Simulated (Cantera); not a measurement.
Input: 1 mol BCl3, 2.9 mol NH3, 32 mol N2, held at 1475 K and 0.000540 bar.

These are equilibrium values from Cantera (NASA tables, ideal gas, pure condensed phases), not measurements of a reactor. Candidate condensed phases: B, BN, NH4Cl; 21 gas species. Kinetics and transport are ignored.

What is the equilibrium state?


```json
{
 "x(N2)": "0.849",
 "x(HCl)": "0.0772",
 "x(H2)": "0.0734",
 "x(H)": "0.000151",
 "x(Cl)": "0.000129",
 "x(BCl3)": "5.36e-6",
 "x(BCl)": "5.12e-6",
 "n(BN(s))": "1.000 mol",
 "gas_amount": "38.81 mol",
 "log10 activity of B(s) (absent)": "-2.61"
}
```
